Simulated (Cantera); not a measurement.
# Catalytic combustion on Pt

An isothermal plug-flow reactor at 848 K and 428 Torr (inlet), inlet velocity 0.091 m/s, active area per volume 150 1/m; feed 0.445 % H2, 1.86 % O2, 97.7 % N2, equivalence ratio 0.12.

Cantera simulation using Deutschmann's 1995 Pt surface mechanism with GRI-Mech 3.0 gas chemistry; the numbers are that mechanism's predictions, not measurements. Catalytic surfaces can have several steady states; this one follows from the mechanism file's or the stated starting coverage. Mass transfer to the wall is taken as infinitely fast.

```
z (m)        x H2    x O2    x H2O  θ free Pt   θ O*    θ OH*
-------  --------  ------  -------  ---------  -----  -------
6.8e-05   0.00141  0.0171  0.00305      0.207  0.792  0.00157
0.00012  0.000805  0.0168  0.00366      0.171  0.827  0.00152
0.00022  0.000321  0.0165  0.00414      0.150  0.849  0.00148
0.00038   8.40e-5  0.0164  0.00438      0.141  0.857  0.00146
0.00068   7.42e-6  0.0164  0.00445      0.139  0.860  0.00146
0.0012    1.14e-7  0.0164  0.00446      0.138  0.860  0.00146
0.0022   3.78e-11  0.0164  0.00446      0.138  0.860  0.00146
0.0038     <1e-12  0.0164  0.00446      0.138  0.860  0.00146
0.0068     <1e-12  0.0164  0.00446      0.138  0.860  0.00146
```
x: gas mole fraction; θ: surface coverage.
